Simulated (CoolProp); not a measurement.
The fluid at 298.15 K and 8.39 MPa (supercritical) is heated at constant pressure to 319.4 K. The same conditions are run with several fluids, on thermodynamics alone (safety and materials aside).

Values from CoolProp's reference Helmholtz-energy equation of state of each fluid (dry air: Lemmon 2000; C2F6 (R116): Lemmon 2006; ethylene: Smukala 2000; methane: Setzmann 1991). Blends and air are pseudo-pure fits.

```csv
fluid,heat (kJ/kg),final density (kg/m³)
dry air,___,___
C2F6 (R116),27.3,___
ethylene,128,___
methane,___,___
```

Question: Fill in the missing entries.

Answer: 
- dry air, heat (kJ/kg): 24.0
- dry air, final density (kg/m³): 91.4
- C2F6 (R116), final density (kg/m³): 959
- ethylene, final density (kg/m³): 175
- methane, heat (kJ/kg): 59.8
- methane, final density (kg/m³): 56.1
